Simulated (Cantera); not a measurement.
A closed system holds: 1 mol n-butane, 5.7 mol CO2, at 702 °C and 5.70 mbar.

These are equilibrium values from Cantera (NASA tables, ideal gas, pure condensed phases), not measurements of a reactor. Candidate condensed phases: C, C6H6, C7H8, C8H18, H2O; 110 gas species. Kinetics and transport are ignored.

Base state: CO 0.574, H2 0.311, CO2 0.0864, H2O 0.0293 (mole fractions); condensed: gas only.

**Question.** What changes in the equilibrium state with this change: CO2 from 5.7 to 0.62 mol?

**Answer.** 
```
species            before     after
----------------  -------  --------
H2                  0.311     0.801
CO                  0.574     0.198
H2O                0.0293  0.000543
CO2                0.0864  0.000215
CH4               1.44e-6  0.000459
C(graphite), mol        0      3.38
```

**Question.** What changes in the equilibrium state with this change: n-butane replaced by C3H8?

**Answer.** 
| species | before | after |
|---|---|---|
| CO | 0.574 | 0.523 |
| H2 | 0.311 | 0.264 |
| CO2 | 0.0864 | 0.162 |
| H2O | 0.0293 | 0.0510 |
